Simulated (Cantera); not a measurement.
Mixture: CO : H₂ : CH₄ : O₂ : N₂ = 1 : 0.077 : 0.076 : 0.46 : 1.73 (molar parts), equivalence ratio 1.5, at 7500 Torr, adiabatic and at constant pressure. Ignition delay is the time to a rise of 400 K.

Computed with Cantera and GRI-Mech 3.0 (53 species, 325 reactions).

**Question.** At T0 = 1325 K, what is the delay, and which 7 reactions control it most (d ln τ / d ln k, from doubling and halving each rate constant)?

**Answer.** The delay is 41.4 µs.
```tsv
reaction	d ln τ / d ln k	faster rate
H + O2 <=> O + OH	-1.42	shortens it
CH4 + OH <=> CH3 + H2O	0.51	lengthens it
CH3 + HO2 <=> CH3O + OH	-0.40	shortens it
CO + OH <=> CO2 + H	-0.36	shortens it
CH3 + H (+M) <=> CH4 (+M)	0.32	lengthens it
CH4 + H <=> CH3 + H2	0.29	lengthens it
H2 + OH <=> H + H2O	-0.23	shortens it
```
